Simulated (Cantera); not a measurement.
Input: 1 mol Ti(OiPr)4, 0.17 mol H2O, 3.1 mol H2, equilibrated at 75.0 Torr.

Cantera equilibrium calculation (NASA polynomials, part measured and part estimated; ideal gas, pure solids and liquids). Candidate condensed phases: C, C6H6, C7H8, C8H18, H2O, Ti, TiC, TiO, TiO2, Ti2O3, Ti3O5, Ti4O7; 113 gas species. The feed counts by its element totals alone. TiC: taken at fixed stoichiometry. The numbers say what is thermodynamically allowed, not how fast it happens.

Q: Which condensed phases are stable at each of these points (T (K)): 1275, 1350, 1425, 1500, 1575, 1650, 1725, 1800, 1875?

A: 
| T (K) | condensed phases | Ti condensed (%) |
|---|---|---|
| 1275 | C(graphite) + Ti3O5(s) | 100.0 |
| 1350 | C(graphite) + TiC(s) | 100.0 |
| 1425 | C(graphite) + TiC(s) | 100.0 |
| 1500 | C(graphite) + TiC(s) | 100.0 |
| 1575 | C(graphite) + TiC(s) | 100.0 |
| 1650 | C(graphite) + TiC(s) | 100.0 |
| 1725 | C(graphite) + TiC(s) | 100.0 |
| 1800 | C(graphite) + TiC(s) | 100.0 |
| 1875 | C(graphite) + TiC(s) | 100.0 |

At 1275 K the condensed part is C(graphite) + Ti3O5(s). From 1350 K to 1875 K the condensed part is C(graphite) + TiC(s).
